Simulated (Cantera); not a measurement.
Mixture: CH₄ : H₂ : O₂ : N₂ = 1 : 0.047 : 1.06 : 4 (molar parts), equivalence ratio 1.9, at 1.00 atm, adiabatic and at constant pressure. Ignition delay is the time to a rise of 400 K.

Model: GRI-Mech 3.0 (53 species, 325 reactions), integrated in Cantera.

### Question
What does this change do: CH4 1 to 0.63 parts?

### Answer
```
quantity                                                before       after
--------------------------------------------------  ----------  ----------
delay at 1125 K                                        0.102 s     57.1 ms
delay at 1275 K                                        15.4 ms     9.47 ms
delay at 1425 K                                        2.69 ms     1.82 ms
delay at 1575 K                                       0.604 ms    0.459 ms
delay at 1725 K                                       0.183 ms    0.154 ms
apparent activation energy between 1575 and 1725 K  180 kJ/mol  160 kJ/mol
```

### Question
What does this change do: pressure from 1.00 atm to 17.8 atm?

### Answer
```tsv
quantity	before	after
delay at 1125 K	0.102 s	3.03 ms
delay at 1275 K	15.4 ms	0.818 ms
delay at 1425 K	2.69 ms	0.223 ms
delay at 1575 K	0.604 ms	61.8 µs
delay at 1725 K	0.183 ms	18.7 µs
apparent activation energy between 1575 and 1725 K	180 kJ/mol	180 kJ/mol
```
The pressure lies above the range GRI-Mech 3.0 was tuned for (to about 10 atm).

### Question
What does this change do: pressure from 1.00 atm to 8.98 atm?

### Answer
```json
[
 {"quantity": "delay at 1125 K", "before": "0.102 s", "after": "7.51 ms"},
 {"quantity": "delay at 1275 K", "before": "15.4 ms", "after": "1.86 ms"},
 {"quantity": "delay at 1425 K", "before": "2.69 ms", "after": "0.444 ms"},
 {"quantity": "delay at 1575 K", "before": "0.604 ms", "after": "0.112 ms"},
 {"quantity": "delay at 1725 K", "before": "0.183 ms", "after": "32.1 µs"},
 {"quantity": "apparent activation energy between 1575 and 1725 K", "before": "180 kJ/mol", "after": "190 kJ/mol"}
]
```
